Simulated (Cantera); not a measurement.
**Carbothermic reduction: Ta₂O₅ + CH₄ + CO**

Input: 1 mol Ta₂O₅, 0.46 mol CH₄, 1.9 mol CO, held at 0.100 bar.

Cantera equilibrium calculation (NASA polynomials, part measured and part estimated; ideal gas, pure solids and liquids). Candidate condensed phases: C, C₆H₆, C₇H₈, C₈H₁₈, H₂O, Ta, TaC, Ta₂O₅; 113 gas species. Mutual solubility and eutectic melting of coexisting phases are not modelled. TaC: taken at fixed stoichiometry. Condensed phases not in the tables: Ta₂C. Rates play no part.

At 902 °C the condensed part is C(graphite) + Ta₂O₅(s). From 977 °C to 1577 °C the condensed part is TaC(s) + Ta₂O₅(s).

```
T (°C)   x CO   x H₂     x CO₂     x H₂O  n C(graphite)  n Ta₂O₅(s)  n TaC(s)
------  -----  -----  --------  --------  -------------  ----------  --------
902     0.672  0.326   0.00122  0.000759          0.465        1.00         0
977     0.707  0.292  0.000709  0.000458              0       0.934     0.132
1052    0.707  0.292  0.000702  0.000539              0       0.934     0.133
1127    0.707  0.292  0.000696  0.000623              0       0.934     0.133
1202    0.707  0.292  0.000690  0.000707              0       0.934     0.133
1277    0.707  0.291  0.000686  0.000791              0       0.934     0.133
1352    0.707  0.291  0.000682  0.000874              0       0.934     0.133
1427    0.707  0.291  0.000679  0.000956              0       0.934     0.133
1502    0.707  0.291  0.000677   0.00104              0       0.934     0.133
1577    0.707  0.291  0.000674   0.00111              0       0.933     0.133
```
x: gas mole fraction; n: condensed amount in mol.
